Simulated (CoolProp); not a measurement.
Model: reference Helmholtz-energy equation of state, Thol 2021, in CoolProp.

### Question
For chlorine, give the phase and the density (kg/m³), Joule-Thomson coefficient (K/MPa), isothermal compressibility (1/MPa), expansivity (1/kK) at 290.7 K and 8.98 MPa.

### Answer
- 290.7 K and 8.98 MPa: liquid; density 1440, Joule-Thomson coefficient -0.307, isothermal compressibility 0.00170, expansivity 1.99
